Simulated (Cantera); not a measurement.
Charge: 1 mol SiCl₄, 0.93 mol H₂, at 875 K and 0.100 bar.

Cantera equilibrium calculation (NASA polynomials, part measured and part estimated; ideal gas, pure solids and liquids). Candidate condensed phases: Si; 19 gas species. The tables' values for SiCl₃ are old estimates; treat these amounts as uncertain. The numbers say what is thermodynamically allowed, not how fast it happens.

Base state: SiCl₄ 0.496, H₂ 0.459, HCl 0.0226, SiHCl₃ 0.0221, SiCl₃ 0.000285, SiH₂Cl₂ 8.99e-5 (mole fractions); condensed: gas only.

What changes in the equilibrium state with this change: temperature from 875 K to 1000 K?


```
species    before     after
-------  --------  --------
SiCl₄       0.496     0.477
H₂          0.459     0.442
HCl        0.0226    0.0409
SiHCl₃     0.0221    0.0363
SiCl₂     9.45e-6  0.000459
SiCl₃    0.000285   0.00301
```

What changes in the equilibrium state with this change: 0.053 mol HCl added?


| species | before | after |
|---|---|---|
| SiCl₄ | 0.496 | 0.492 |
| H₂ | 0.459 | 0.456 |
| HCl | 0.0226 | 0.0394 |
| SiHCl₃ | 0.0221 | 0.0125 |
| SiH₂Cl₂ | 8.99e-5 | 2.89e-5 |
| SiCl₃ | 0.000285 | 0.000161 |
